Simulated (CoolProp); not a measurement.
Computed with CoolProp (reference Helmholtz-energy equation of state, Lemmon 2006). It is a short technical equation, of lower accuracy than the large ones.

### Question
For toluene, give the phase and the cp (kJ/(kg K)), cv (kJ/(kg K)), speed of sound (m/s) at 620 K and 6.52 kPa; 620 K and 44.4 kPa; 620 K and 206 kPa.

### Answer
- 620 K and 6.52 kPa: gas; cp 2.18, cv 2.09, speed of sound 241
- 620 K and 44.4 kPa: gas; cp 2.18, cv 2.09, speed of sound 241
- 620 K and 206 kPa: gas; cp 2.19, cv 2.09, speed of sound 238
